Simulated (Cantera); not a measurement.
Input: 1 mol Ta2O5, 2.7 mol CO, 1.4 mol H2, equilibrated at 0.133 bar.

Cantera equilibrium calculation (NASA polynomials, part measured and part estimated; ideal gas, pure solids and liquids). Candidate condensed phases: C, C6H6, C7H8, C8H18, H2O, Ta, TaC, Ta2O5; 113 gas species. The numbers say what is thermodynamically allowed, not how fast it happens. All values below are at 1098 K.

Base state: CO 0.651, H2 0.340, CO2 0.00516, H2O 0.00272, CH4 0.000565 (mole fractions); condensed: C(graphite) + Ta2O5(s).

Task: What changes in the equilibrium state with this change: H2 from 1.4 to 11 mol?

Result: 
| species | before | after |
|---|---|---|
| H2 | 0.340 | 0.800 |
| CO | 0.651 | 0.195 |
| CH4 | 0.000565 | 0.00272 |
| CO2 | 0.00516 | 0.000530 |
| H2O | 0.00272 | 0.00219 |
| C(graphite), mol | 0.0297 | 0 |
| Ta2O5(s), mol | 1.00 | 1.00 |
